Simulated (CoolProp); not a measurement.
A simple Rankine cycle with water: condensing at 288.15 K, boiler at 8.89 MPa, turbine inlet 725.6 K, turbine efficiency 0.8, pump efficiency 0.6, no recuperator. Each further row changes one setting.

Values from CoolProp's reference Helmholtz-energy equation of state, Wagner 2002.

```csv
case,thermal efficiency (%),net work (kJ/kg),heat in (kJ/kg),turbine exit temperature (K),volume ratio over the turbine
as stated,34.5,…,3190,288.1,1930
turbine inlet 745.6 K,34.7,…,3240,288.1,1880
condensing temperature 280.15 K,35.4,…,3220,280.2,3160
boiler pressure 6.22 MPa,…,1090,…,288.1,1340
turbine efficiency 0.7,30.1,…,3190,288.1,2060
```

Task: Some entries are withheld; supply them.

Result: 
- as stated, net work (kJ/kg): 1100
- turbine inlet 745.6 K, net work (kJ/kg): 1130
- condensing temperature 280.15 K, net work (kJ/kg): 1140
- boiler pressure 6.22 MPa, thermal efficiency (%): 33.7
- boiler pressure 6.22 MPa, heat in (kJ/kg): 3230
- turbine efficiency 0.7, net work (kJ/kg): 961

The expansion ends wet for: as stated; turbine inlet 745.6 K; condensing temperature 280.15 K; boiler pressure 6.22 MPa; turbine efficiency 0.7.
